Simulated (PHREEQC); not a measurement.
Consider water at 25 °C with 1 mol LiBr, 0.08 mol CaCl2 and 0.00063 mol H4SiO4 per kg of water. Closed to the air; pH follows from the charge balance.

The numbers come from PHREEQC with the Pitzer model, pitzer.dat.

| Item | Value |
|---|---|
| pH | 6.15 |
| ionic strength | 1.24 mol/kgw |
| activity of water | 0.959 |
| density | 1.064 g/cm³ |
| osmotic coefficient | 1.047 |

| species | molality | activity | log γ |
|---|---|---|---|
| Br- | 1.00 | 0.615 | -0.211 |
| Li+ | 1.00 | 1.07 | 0.029 |
| Cl- | 0.160 | 0.0948 | -0.227 |
| Ca+2 | 0.0800 | 0.0308 | -0.414 |
| H4SiO4 | 0.000629 | 0.000868 | 0.139 |
| H+ | 5.88e-7 | 7.11e-7 | 0.082 |
| H3SiO4- | 5.43e-7 | 1.80e-7 | -0.480 |
| OH- | 4.51e-8 | 1.37e-8 | -0.519 |

This is a speciation only: nothing precipitates in the calculation. Species that the database lacks are ignored. In brines, pH and single-ion activities rest on the MacInnes convention.
